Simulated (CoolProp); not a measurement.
Vapour-liquid equilibrium of m-xylene (1) + n-undecane (2) at 237.75 °C; x and y are mole fractions of (1).

The numbers come from the multi-fluid Helmholtz-energy mixture model, Zhou 2012 and Aleksandrov 2011; pair parameters Bell 2016 in CoolProp.

| x | bubble pressure, mixture model (MPa) | bubble pressure, Raoult's law (MPa) | y, mixture model | y, Raoult's law |
|---|---|---|---|---|
| 0.05 | 0.2796 | 0.2841 | 0.117 | 0.142 |
| 0.125 | 0.3148 | 0.3255 | 0.265 | 0.311 |
| 0.2 | 0.3509 | 0.3669 | 0.386 | 0.441 |
| 0.275 | 0.3879 | 0.4083 | 0.489 | 0.545 |
| 0.35 | 0.4260 | 0.4497 | 0.576 | 0.629 |
| 0.425 | 0.4652 | 0.4911 | 0.651 | 0.700 |
| 0.5 | 0.5058 | 0.5325 | 0.717 | 0.759 |
| 0.575 | 0.5477 | 0.5739 | 0.775 | 0.810 |
| 0.65 | 0.5909 | 0.6153 | 0.827 | 0.854 |
| 0.725 | 0.6355 | 0.6567 | 0.872 | 0.893 |
| 0.8 | 0.6813 | 0.6981 | 0.913 | 0.927 |
| 0.875 | 0.7283 | 0.7395 | 0.949 | 0.957 |
| 0.95 | 0.7762 | 0.7809 | 0.981 | 0.984 |

The largest gap from Raoult's law is -5.3 % in bubble pressure, at x = 0.35. No azeotrope shows between x = 0.05 and 0.95.

The pair parameters rest on a limited set of measurements; away from them the model extrapolates.
